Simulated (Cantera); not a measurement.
Charge: 1 mol Ta, 0.7 mol O₂, a varied amount of H₂, equilibrated at 21.0 Pa.

These are equilibrium values from Cantera (NASA tables, ideal gas, pure condensed phases), not measurements of a reactor. Candidate condensed phases: H₂O, Ta, Ta₂O₅; 12 gas species. Mutual solubility and eutectic melting of coexisting phases are not modelled. Condensed phases not in the tables: N, O or C dissolved in the metal. The numbers say what is thermodynamically allowed, not how fast it happens.

Stable condensed phases, one row left out:

```
T in °C \ n(H₂) in mol
          39  50  63  79 100 130 160 200 250 320 410
   2227    A   A   A   A   A   A   A   A   A   A   A
   2127    A   A   A   A   A   A   A   A   A   A   A
   2027    B   A   A   A   A   A   A   A   A   A   A
   1927    B   B   B   B   B   B   B   B   B   A   A
   1827    B   B   B   B   B   B   B   B   B   B   B
   1627    C   C   C   C   C   C   C   C   C   C   C
   1527    C   C   C   C   C   C   C   C   C   C   C
   1427    C   C   C   C   C   C   C   C   C   C   C
   1327    C   C   C   C   C   C   C   C   C   C   C
   1227    C   C   C   C   C   C   C   C   C   C   C
   1127    C   C   C   C   C   C   C   C   C   C   C
   1027    C   C   C   C   C   C   C   C   C   C   C
```

A: gas only; B: Ta; C: Ta + Ta₂O₅.

Q: Give the row for 1727 °C.

A: 39: Ta + Ta₂O₅; 50: Ta + Ta₂O₅; 63: Ta + Ta₂O₅; 79: Ta + Ta₂O₅; 100: Ta + Ta₂O₅; 130: Ta; 160: Ta; 200: Ta; 250: Ta; 320: Ta; 410: Ta.
